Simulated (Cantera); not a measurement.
Premixed flame

A freely propagating, adiabatic, planar premixed flame of H₂ : O₂ : N₂ = 1 : 0.263 : 0.989 (molar parts), unburnt at 373 K and 0.133 bar; mixture-averaged transport, grid criteria slope 0.08 and curve 0.16, no radiation.

Detailed kinetics in Cantera: the H2/O2 subset of GRI-Mech 3.0, which has no nitrogen chemistry. Burning velocities carry a grid error of a few per cent, more on coarse grids.

```csv
z (mm),T (K),u (m/s),x H₂,x O₂,x HO₂,x H,x OH,x H₂O
-16.1,373,3.31,0.444,0.117,<1e-8,<1e-8,<1e-8,<1e-8
-10.7,373,3.31,0.444,0.117,<1e-8,<1e-8,<1e-8,<1e-8
-8.04,373,3.31,0.444,0.117,<1e-8,<1e-8,<1e-8,<1e-8
-5.36,373,3.31,0.444,0.117,<1e-8,<1e-8,<1e-8,<1e-8
-2.68,381,3.37,0.443,0.117,7.38e-5,4.41e-5,2.24e-5,0.000192
-1.34,607,5.27,0.412,0.111,4.62e-5,0.00901,0.000480,0.0174
0,1031,8.70,0.287,0.0700,1.33e-5,0.0687,0.00141,0.108
1.34,1289,10.8,0.182,0.0100,1.82e-6,0.114,0.00269,0.223
2.68,1382,11.5,0.173,0.00181,3.04e-7,0.112,0.00297,0.241
5.36,1484,12.3,0.180,0.00108,1.63e-7,0.0987,0.00360,0.244
10.7,1599,13.1,0.190,0.000886,1.21e-7,0.0825,0.00416,0.246
21.4,1721,14.0,0.200,0.000638,8.26e-8,0.0653,0.00441,0.249
42.9,1836,14.8,0.210,0.000398,5.26e-8,0.0489,0.00420,0.252
```
x: mole fraction of selected species; z is measured from the peak of heat release.

| Property | Result |
|---|---|
| laminar burning velocity | 331 cm/s |
| thermal thickness | 5.36 mm |
| peak x(HO₂) | 0.000106 |
| peak x(H) | 0.115 |
| peak x(OH) | 0.00441 |
| grid points | 141 |
